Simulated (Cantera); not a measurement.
# Moist CO burnout

An isothermal, constant-pressure homogeneous reactor starts with CO : O2 : H2O : N2 = 0.002 : 0.0034 : 0.087 : 1 (molar parts), equivalence ratio 0.29, at 1075 K and 0.987 atm.

Cantera simulation using GRI-Mech 3.0 (53 species, 325 reactions); the numbers are that mechanism's predictions, not measurements.

| t (s) | x CO | x O2 | x H2O | x N2O | x NO | x H2O2 |
|---|---|---|---|---|---|---|
| 0.000300 | 0.00183 | 0.00311 | 0.0796 | <1e-12 | <1e-12 | <1e-12 |
| 0.00118 | 0.00183 | 0.00311 | 0.0796 | <1e-12 | <1e-12 | <1e-12 |
| 0.00468 | 0.00183 | 0.00311 | 0.0796 | <1e-12 | <1e-12 | 1.43e-12 |
| 0.0185 | 0.00180 | 0.00310 | 0.0796 | 2.81e-10 | <1e-12 | 6.21e-8 |
| 0.0729 | 0.000282 | 0.00237 | 0.0796 | 2.69e-8 | 6.52e-10 | 9.60e-8 |
| 0.288 | 4.30e-5 | 0.00223 | 0.0797 | 3.39e-8 | 6.47e-10 | 6.02e-9 |
| 1.14 | 6.49e-6 | 0.00220 | 0.0797 | 3.46e-8 | 6.04e-10 | 6.90e-10 |
| 4.49 | 1.28e-7 | 0.00220 | 0.0797 | 3.23e-8 | 7.12e-10 | 1.85e-10 |
| 17.7 | 6.59e-11 | 0.00220 | 0.0797 | 2.29e-8 | 7.29e-10 | 5.17e-11 |
| 70.0 | 2.63e-11 | 0.00220 | 0.0797 | 5.88e-9 | 7.29e-10 | 2.86e-11 |
x: mole fraction; the columns are a selection and need not sum to one.

Equilibrium at this temperature and pressure: CO 2.57e-11, O2 0.00220, H2O 0.0797, N2O 6.18e-10, NO 7.47e-6, H2O2 2.57e-11 (gas phase only).
